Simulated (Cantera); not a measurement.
A closed system holds: 1 mol B₂O₃, 1.1 mol NH₃, 100 mol H₂, at 1475 K.

These are equilibrium values from Cantera (NASA tables, ideal gas, pure condensed phases), not measurements of a reactor. Candidate condensed phases: B, BN, B₂O₃, B₃O₃H₃, H₂O; 39 gas species. Mutual solubility and eutectic melting of coexisting phases are not modelled. Gases not in the tables: H₃BO₃. Rates play no part.

x: gas mole fraction; n: condensed amount in mol.

```tsv
P (Pa)	x H₂	x HBO	x HBO₂	x N₂	n B₂O₃(l)	n BN(s)
10	0.977	0.00629	0.00626	0.00533	0	0
46	0.978	0.00637	0.00624	0.00533	0	0
220	0.978	0.00640	0.00623	0.00533	0	0
1000	0.984	0.00439	[?]	0.00535	0.423	0
4600	0.990	0.00189	[?]	0.00521	0.752	0.0336
22000	0.992	0.000672	[?]	0.00503	0.863	0.0714
100000	0.993	0.000246	[?]	0.00486	0.897	0.105
```

**Question.** What belongs in the gaps?

**Answer.** 
- 1000, x HBO₂: 0.00391
- 4600, x HBO₂: 0.00199
- 22000, x HBO₂: 0.00117
- 100000, x HBO₂: 0.000704
